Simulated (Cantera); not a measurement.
A closed system holds: 1 mol LiOH, 4.7 mol H₂, equilibrated at 1025 °C and 0.390 bar.

These are equilibrium values from Cantera (NASA tables, ideal gas, pure condensed phases), not measurements of a reactor. Candidate condensed phases: H₂O, Li, LiH, LiOH, Li₂O; 17 gas species. Kinetics and transport are ignored.

### Question
What is the equilibrium state?

### Answer
```
Quantity                             Result
--------------------------------  ---------
x(H₂)                                 0.903
x(H₂O)                               0.0952
x(LiOH)                             0.00164
x(Li₂(OH)₂)                         2.88e-5
x(Li)                               5.00e-6
x(H)                                1.63e-6
n(Li₂O(s))                        0.496 mol
gas amount                        5.204 mol
log10 activity of Li(l) (absent)      -4.53
```
